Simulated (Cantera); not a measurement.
A closed system holds: 1 mol Cr, 0.94 mol NH3, 2.7 mol N2, held at 2125 °C and 3.20 Pa.

Cantera equilibrium calculation (NASA polynomials, part measured and part estimated; ideal gas, pure solids and liquids). Equilibrium is a limit: real reactors are often held back by kinetics, nucleation or transport.

```
species   before    after
-------  -------  -------
N2         0.462    0.562
H2        0.0181    0.240
Cr         0.146    0.177
H          0.375   0.0206
N        1.31e-5  2.19e-7
```
Gas species are given as mole fractions.

What was changed between the two runs?
A) NH3 from 0.94 to 0.4 mol
B) pressure from 3.20 Pa to 0.140 bar
C) N2 from 2.7 to 7.8 mol
D) temperature from 2125 °C to 750 °C

B, pressure from 3.20 Pa to 0.140 bar
